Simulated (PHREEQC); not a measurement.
# Buffer (model solution)

Consider water at 25 °C with 0.0095 mol/kgw NaHSO4, 0.061 mol/kgw NaF and 0.094 mol/kgw KCl. Closed to the air; pH follows from the charge balance.

Model: ion-association model, phreeqc.dat, run in PHREEQC.

Precipitation was switched off in this run.

### Question
Predict the pH.

### Answer
pH 3.82.

### Question
In which forms is K present?

### Answer
K+ 99 %, KSO4- 1.5 % of the K.

Complexes and solids missing from the database can't appear.
